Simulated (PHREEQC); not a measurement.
Alkaline etch or developer: speciation

A solution holds 32 mmol/kgw TMAH and 58 mmol/kgw NaAlO2, at 20 °C. Closed to the air; pH follows from the charge balance.

Computed with PHREEQC (ion-association model, phreeqc.dat).

No solid was allowed to form.

Question: Estimate the pH, ionic strength.

Answer: pH 12.56; ionic strength 0.0900 mol/kgw.

Examples of supersaturated solids here: Gibbsite (slow to form). Others may be too. (CH3)4N+ isn't in the database: it is added as a free cation with an ion size of 4 Å.
